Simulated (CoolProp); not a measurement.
Vapour-liquid equilibrium of hydrogen chloride (1) + propane (2) at 216.5 K; x and y are mole fractions of (1).

The numbers come from the multi-fluid Helmholtz-energy mixture model, Thol 2018 and Lemmon 2009; pair parameters Bell 2016 in CoolProp.

| x | bubble pressure (kPa) | y at the bubble point | dew pressure at overall composition x (kPa) | liquid density (mol/L) |
|---|---|---|---|---|
| 0.05 | 102.8 | 0.519 | 53.43 | 13.94 |
| 0.2 | 220.6 | 0.797 | 63.17 | 15.26 |
| 0.35 | ___ | 0.859 | ___ | 16.84 |
| 0.5 | 324.4 | ___ | 99.04 | 18.77 |
| 0.65 | 347.1 | 0.903 | 137.8 | 21.21 |
| 0.8 | 368.6 | 0.927 | 223.4 | ___ |
| 0.95 | 393.8 | 0.973 | 383.2 | ___ |

Problem. Complete the blanks.

Solution. 
- 0.35, bubble pressure (kPa): 288.2
- 0.35, dew pressure at overall composition x (kPa): 77.18
- 0.5, y at the bubble point: 0.885
- 0.8, liquid density (mol/L): 24.40
- 0.95, liquid density (mol/L): 28.71

No azeotrope shows between x = 0.05 and 0.95.

Pair parameters are fitted to limited data, so mixtures are less certain than the pure fluids. With so large a gap from Raoult's law the liquid may split in two, which this calculation doesn't test in full.
